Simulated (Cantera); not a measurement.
Charge: 1 mol Ta(OEt)5, 12 mol H2O, equilibrated at 0.133 bar.

These are equilibrium values from Cantera (NASA tables, ideal gas, pure condensed phases), not measurements of a reactor. Candidate condensed phases: C, C6H6, C7H8, C8H18, H2O, Ta, TaC, Ta2O5; 113 gas species. The feed counts by its element totals alone. Rates play no part.

log p: log10 of the partial pressure in bar; n: condensed amount in mol.

```json
[
 {"T (K)": "1000", "log p H2": "-1.08", "log p CO": "-1.49", "log p H2O": "-1.95", "log p H": "-9.18", "log p CO2": "-2.20", "log p OH": "-12.71", "log p TaO2": "<-12", "n Ta2O5(s)": "0.500", "n Ta2O5(l)": "0"},
 {"T (K)": "1150", "log p H2": "-1.09", "log p CO": "-1.47", "log p H2O": "-1.89", "log p H": "-7.67", "log p CO2": "-2.35", "log p OH": "-10.69", "log p TaO2": "<-12", "n Ta2O5(s)": "0.500", "n Ta2O5(l)": "0"},
 {"T (K)": "1300", "log p H2": "-1.09", "log p CO": "-1.45", "log p H2O": "-1.86", "log p H": "-6.50", "log p CO2": "-2.46", "log p OH": "-9.15", "log p TaO2": "<-12", "n Ta2O5(s)": "0.500", "n Ta2O5(l)": "0"},
 {"T (K)": "1450", "log p H2": "-1.10", "log p CO": "-1.45", "log p H2O": "-1.83", "log p H": "-5.57", "log p CO2": "-2.56", "log p OH": "-7.93", "log p TaO2": "<-12", "n Ta2O5(s)": "0.500", "n Ta2O5(l)": "0"},
 {"T (K)": "1600", "log p H2": "-1.10", "log p CO": "-1.44", "log p H2O": "-1.82", "log p H": "(withheld)", "log p CO2": "(withheld)", "log p OH": "(withheld)", "log p TaO2": "(withheld)", "n Ta2O5(s)": "0.500", "n Ta2O5(l)": "0"},
 {"T (K)": "1750", "log p H2": "-1.10", "log p CO": "-1.44", "log p H2O": "-1.81", "log p H": "-4.18", "log p CO2": "-2.71", "log p OH": "-6.13", "log p TaO2": "-9.44", "n Ta2O5(s)": "0.500", "n Ta2O5(l)": "0"},
 {"T (K)": "1900", "log p H2": "-1.10", "log p CO": "-1.43", "log p H2O": "-1.81", "log p H": "-3.65", "log p CO2": "-2.76", "log p OH": "-5.44", "log p TaO2": "-7.89", "n Ta2O5(s)": "0.500", "n Ta2O5(l)": "0"},
 {"T (K)": "2050", "log p H2": "-1.11", "log p CO": "-1.43", "log p H2O": "-1.80", "log p H": "(withheld)", "log p CO2": "-2.81", "log p OH": "(withheld)", "log p TaO2": "(withheld)", "n Ta2O5(s)": "0.500", "n Ta2O5(l)": "0"},
 {"T (K)": "2200", "log p H2": "-1.11", "log p CO": "-1.43", "log p H2O": "-1.80", "log p H": "-2.80", "log p CO2": "-2.85", "log p OH": "-4.35", "log p TaO2": "-5.56", "n Ta2O5(s)": "0", "n Ta2O5(l)": "0.500"},
 {"T (K)": "2350", "log p H2": "-1.12", "log p CO": "-1.43", "log p H2O": "-1.80", "log p H": "-2.46", "log p CO2": "-2.88", "log p OH": "-3.91", "log p TaO2": "-4.69", "n Ta2O5(s)": "0", "n Ta2O5(l)": "0.497"},
 {"T (K)": "2500", "log p H2": "-1.14", "log p CO": "-1.44", "log p H2O": "-1.81", "log p H": "-2.17", "log p CO2": "-2.91", "log p OH": "-3.53", "log p TaO2": "-3.94", "n Ta2O5(s)": "0", "n Ta2O5(l)": "0.484"}
]
```

Task: Complete the blanks.

Result: 
- 1600, log p H: -4.81
- 1600, log p CO2: -2.64
- 1600, log p OH: -6.94
- 1600, log p TaO2: -11.28
- 2050, log p H: -3.20
- 2050, log p OH: -4.85
- 2050, log p TaO2: -6.58
